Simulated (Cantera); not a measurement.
Adiabatic ignition

An adiabatic, constant-pressure homogeneous reactor starts with 9.75 % CH₄, 0.868 % C₂H₆, 3.22 % C₃H₈, 15.4 % O₂, 58.1 % N₂, 12.7 % H₂O, equivalence ratio 2.5, at 1225 K and 500000 Pa.

Detailed kinetics in Cantera: GRI-Mech 3.0 (53 species, 325 reactions). GRI-Mech 3.0 was tuned for natural gas; its chemistry of propane as a main component is partial and can be far from experiment.

```
t (s)     T (K)     x CH₄    x C₂H₆    x C₃H₈     x NO     x CH₃     x N₂O     x C₂H
--------  -----  --------  --------  --------  -------  --------  --------  --------
2.00e-6    1225    0.0975   0.00868    0.0322   <1e-12   1.12e-6    <1e-12    <1e-12
4.85e-6    1225    0.0975   0.00868    0.0322   <1e-12   2.81e-6    <1e-12    <1e-12
1.18e-5    1225    0.0975   0.00867    0.0322   <1e-12   6.98e-6  1.24e-12    <1e-12
2.85e-5    1225    0.0975   0.00867    0.0321   <1e-12   1.74e-5  7.23e-12    <1e-12
6.91e-5    1225    0.0975   0.00866    0.0321   <1e-12   3.69e-5  3.36e-11    <1e-12
0.000168   1225    0.0974   0.00865    0.0318   <1e-12   4.43e-5  1.12e-10    <1e-12
0.000406   1226    0.0973   0.00861    0.0310   <1e-12   4.78e-5  3.33e-10    <1e-12
0.000985   1233    0.0967   0.00845    0.0282   <1e-12   6.22e-5   1.16e-9    <1e-12
0.00239    2032   0.00759   4.42e-6   1.16e-9  6.26e-7  0.000354  2.42e-10   1.00e-6
0.00579    2003   0.00435   1.07e-6  1.43e-10  1.13e-6  0.000149  1.42e-10   2.85e-7
0.0140     1983   0.00218   2.25e-7  1.44e-11  1.39e-6   6.10e-5  1.11e-10   5.52e-8
0.0340     1970  0.000472   9.74e-9    <1e-12  1.65e-6   1.18e-5  1.06e-10   3.08e-9
0.0825     1968   5.50e-6  1.46e-12    <1e-12  1.83e-6   1.35e-7  1.11e-10  2.04e-12
0.200      1968   1.37e-8    <1e-12    <1e-12  1.79e-6  3.38e-10  1.09e-10    <1e-12
```
x: mole fraction; the columns are a selection and need not sum to one.

The time of steepest temperature rise is 1.88 ms and the temperature at 0.200 s is 1968 K. The equilibrium temperature is 1968 K, the x(CH₄) at 0.200 s is 1.37e-8 (gas-phase equilibrium 1.55e-8) and the x(C₂H₆) at 0.200 s is <1e-12 (gas-phase equilibrium <1e-12). The x(C₃H₈) at 0.200 s is <1e-12 (gas-phase equilibrium <1e-12).
